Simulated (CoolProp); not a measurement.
Properties of dodecamethylcyclohexasiloxane (D6) along the isotherm 573.6 K.

Computed with CoolProp (reference Helmholtz-energy equation of state, Colonna 2008). It is a short technical equation, of lower accuracy than the large ones.

```tsv
p (MPa)	phase	cv (kJ/(kg K))	Joule-Thomson coefficient (K/MPa)	isothermal compressibility (1/MPa)
0.32	liquid	1.907	?	0.04040
0.641	liquid	1.908	0.6017	0.03574
0.961	liquid	1.908	0.5040	0.03215
1.28	liquid	1.908	0.4248	0.02929
1.6	liquid	1.909	0.3588	0.02693
1.92	liquid	1.909	0.3028	?
2.24	liquid	1.909	0.2547	0.02328
2.56	liquid	1.910	?	0.02184
2.88	liquid	1.910	0.1761	0.02058
3.2	liquid	1.910	0.1436	0.01947
3.53	liquid	1.911	?	0.01845
3.85	liquid	1.911	0.08754	?
4.17	liquid	1.911	0.06395	0.01679
4.49	liquid	1.911	0.04250	0.01607
4.81	liquid	?	0.02290	0.01542
```

Problem. Fill in the missing entries.

Solution. 
- 0.32, Joule-Thomson coefficient (K/MPa): 0.7259
- 1.92, isothermal compressibility (1/MPa): 0.02496
- 2.56, Joule-Thomson coefficient (K/MPa): 0.2129
- 3.53, Joule-Thomson coefficient (K/MPa): 0.1136
- 3.85, isothermal compressibility (1/MPa): 0.01758
- 4.81, cv (kJ/(kg K)): 1.912
